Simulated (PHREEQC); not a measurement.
Solution (18 °C): 0.086 mol H2SO4, 0.056 mol CuSO4 and 0.00044 mol MgCl2 per kg of water. Closed to the air; pH follows from the charge balance.

Model: ion-association model, phreeqc.dat, run in PHREEQC.

Each row changes one thing in this solution. Precipitation was switched off in this run.

| case | pH | ionic strength (mol/kgw) | HSO4- (mol/kgw) | SO4-2 (mol/kgw) | Mg+2 (mol/kgw) | MgSO4 (mol/kgw) |
|---|---|---|---|---|---|---|
| as made | 1.15 | 0.231 | 0.0832 | 0.0373 | 0.000267 | 0.000173 |
| CuSO4 left out | 1.06 | 0.127 | 0.0658 | 0.0200 | 0.000291 | 0.000149 |
| H2SO4 from 0.086 to 0.0946 mol/kgw | ___ | 0.241 | 0.0915 | 0.0379 | ___ | 0.000172 |
| diluted 10-fold with water | 1.96 | 0.0324 | 0.00454 | ___ | ___ | 1.33e-5 |
| MgCl2 from 0.00044 to 0.00066 mol/kgw | 1.15 | 0.232 | 0.0832 | 0.0373 | 0.000400 | 0.000260 |
| H2SO4 from 0.086 to 0.43 mol/kgw | ___ | 0.622 | 0.412 | 0.0565 | 0.000287 | 0.000153 |

Problem. Some entries are withheld; supply them.

Solution. 
- H2SO4 from 0.086 to 0.0946 mol/kgw, pH: 1.11
- H2SO4 from 0.086 to 0.0946 mol/kgw, Mg+2 (mol/kgw): 0.000268
- diluted 10-fold with water, SO4-2 (mol/kgw): 0.00795
- diluted 10-fold with water, Mg+2 (mol/kgw): 3.07e-5
- H2SO4 from 0.086 to 0.43 mol/kgw, pH: 0.47
